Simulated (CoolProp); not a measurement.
A closed Brayton cycle with dry air: compressor inlet 313.15 K and 3.1 MPa, high pressure 8.29 MPa, turbine inlet 790 K, compressor efficiency 0.89, turbine efficiency 0.9, recuperator effectiveness 0.9 (on enthalpy, no pinch check). Each further row changes one setting.

The numbers come from the reference Helmholtz-energy equation of state, Lemmon 2000 in CoolProp. It is a pseudo-pure fit of the blend.

```csv
case,thermal efficiency (%),net work (kJ/kg),compressor to turbine work,compressor exit (K),turbine exit (K)
as stated,31.3,64.1,0.64,428.3,625.5
turbine inlet 740 K,27.9,[?],[?],428.3,584.4
compressor inlet 323.15 K,[?],60.3,[?],441.7,625.5
high pressure 7.05 MPa,[?],[?],0.61,407.1,650.1
recuperator effectiveness 0.5,[?],64.1,0.64,428.3,625.5
```

Problem. What belongs in the gaps?

Solution. 
- turbine inlet 740 K, net work (kJ/kg): 52.6
- turbine inlet 740 K, compressor to turbine work: 0.69
- compressor inlet 323.15 K, thermal efficiency (%): 29.7
- compressor inlet 323.15 K, compressor to turbine work: 0.67
- high pressure 7.05 MPa, thermal efficiency (%): 32.4
- high pressure 7.05 MPa, net work (kJ/kg): 59.1
- recuperator effectiveness 0.5, thermal efficiency (%): 22.3
